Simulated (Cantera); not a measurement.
A freely propagating, adiabatic, planar premixed flame of CH₄ : C₂H₆ : C₃H₈ : O₂ : N₂ : H₂O = 1 : 0.37 : 0.33 : 4.5 : 16.9 : 3.8 (molar parts), unburnt at 650 K and 1000000 Pa; mixture-averaged transport, grid criteria slope 0.08 and curve 0.16, no radiation.

Detailed kinetics in Cantera: GRI-Mech 3.0 (53 species, 325 reactions). GRI-Mech 3.0 was tuned for natural gas; its chemistry of propane as a main component is partial and can be far from experiment. Burning velocities carry a grid error of a few per cent, more on coarse grids.

Question: Predict: laminar burning velocity; thermal thickness; peak x(CH₃); peak x(C₂H).

Answer: 
```
Property                      Value
------------------------  ---------
laminar burning velocity  49.7 cm/s
thermal thickness         0.0746 mm
peak x(CH₃)                 0.00108
peak x(C₂H)                 1.15e-6
```
